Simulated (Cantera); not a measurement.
A perfectly stirred reactor is fed with 9.55 % CO, 1.34 % H₂, 8.31 % CH₄, 17.0 % O₂, 63.8 % N₂, at 5.00 bar; it is adiabatic with a 325 K inlet, and is followed from long to short residence time, starting on the burning branch (τ in s: 0.27, 0.13, 0.061, 0.029, 0.014, 0.0066, 0.0031, 0.0015, 0.00071, 0.00034, 0.00016, 7.6e-05).

Model: GRI-Mech 3.0 (53 species, 325 reactions), integrated in Cantera.

### Question
Predict: blow-out, bracketed by the residence times tried; x(CO) at τ = 0.270 s; x(H₂) at τ = 0.270 s; x(CH₄) at τ = 0.270 s; x(CH₂O) at τ = 0.270 s; x(HCO) at τ = 0.270 s; x(CO) at τ = 3.10 ms; x(H₂) at τ = 3.10 ms; x(CH₄) at τ = 3.10 ms; x(CH₂O) at τ = 3.10 ms; x(HCO) at τ = 3.10 ms.

### Answer
```json
{
  "blow_out_bracketed_by_the_residence_times_tried": "burning at 76.0 µs, the shortest tried",
  "x(CO) at τ = 0.270 s": "0.0784",
  "x(H₂) at τ = 0.270 s": "0.0233",
  "x(CH₄) at τ = 0.270 s": "7.35e-6",
  "x(CH₂O) at τ = 0.270 s": "2.32e-7",
  "x(HCO) at τ = 0.270 s": "4.35e-8",
  "x(CO) at τ = 3.10 ms": "0.0791",
  "x(H₂) at τ = 3.10 ms": "0.0234",
  "x(CH₄) at τ = 3.10 ms": "6.16e-5",
  "x(CH₂O) at τ = 3.10 ms": "4.77e-6",
  "x(HCO) at τ = 3.10 ms": "3.60e-7"
}
```
